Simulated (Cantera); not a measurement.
**Equilibrium for chemical vapour transport: Fe + H₂O + H₂**

Charge: 1 mol Fe, 0.23 mol H₂O, 0.088 mol H₂, held at 1352 °C and 29.0 mbar.

These are equilibrium values from Cantera (NASA tables, ideal gas, pure condensed phases), not measurements of a reactor. Candidate condensed phases: Fe, FeO, Fe(OH)₂, Fe(OH)₃, Fe₂O₃, Fe₃O₄, H₂O; 12 gas species. Mutual solubility and eutectic melting of coexisting phases are not modelled. The tables' stoichiometric FeO is somewhat more stable than real wüstite, so its field is too wide. FeO: taken at fixed stoichiometry. Equilibrium is a limit: real reactors are often held back by kinetics, nucleation or transport.

```yaml
x(H₂): 0.681
x(H₂O): 0.318
x(H): 0.000342
x(Fe): 5.98e-5
x(Fe(OH)₂): 1.49e-5
x(OH): 6.73e-6
n(Fe(γ)): 0.871 mol
n(FeO(s)): 0.129 mol
gas_amount: 0.3181 mol
```
